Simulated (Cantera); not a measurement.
# CO2 + SO2 + O2 (abatement and gas-phase synthesis)

Feed: 1 mol CO2, 0.4 mol SO2, 0.82 mol O2, held at 0.140 bar.

Method: chemical equilibrium by Gibbs-energy minimisation in Cantera with the NASA 1993 tables (ideal gas, pure condensed phases). Candidate condensed phases: C, S; 35 gas species. Ions and electrons are included (thermal ionisation). Equilibrium is a limit: real reactors are often held back by kinetics, nucleation or transport.

From 2000 K to 5000 K nothing is condensed. The main C-bearing gas is CO2 at 2000 K and CO at 5000 K.

```tsv
T (K)	x O	x CO2	x O2	x CO	x SO2	x S	x SO	x SO3
2000	0.00109	0.447	0.369	0.00260	0.180	2.56e-8	0.000117	0.000229
2250	0.00600	0.429	0.371	0.0159	0.177	1.21e-6	0.000865	0.000122
2500	0.0237	0.371	0.373	0.0598	0.168	2.51e-5	0.00409	7.10e-5
2750	0.0721	0.260	0.369	0.140	0.146	0.000279	0.0134	4.11e-5
3000	0.174	0.139	0.330	0.215	0.108	0.00192	0.0315	2.08e-5
3250	0.330	0.0591	0.243	0.246	0.0609	0.00873	0.0523	7.61e-6
3500	0.494	0.0214	0.141	0.240	0.0223	0.0257	0.0560	1.67e-6
3750	0.610	0.00740	0.0659	0.224	0.00523	0.0488	0.0384	2.19e-7
4000	0.668	0.00270	0.0282	0.215	0.000943	0.0663	0.0194	2.17e-8
4250	0.692	0.00108	0.0122	0.210	0.000165	0.0753	0.00884	2.13e-9
4500	0.702	0.000478	0.00558	0.208	3.17e-5	0.0793	0.00405	2.42e-10
4750	0.707	0.000229	0.00274	0.207	6.96e-6	0.0810	0.00195	3.29e-11
5000	0.709	0.000119	0.00143	0.207	1.75e-6	0.0817	0.000997	5.35e-12
```
x: gas mole fraction; nothing condenses.
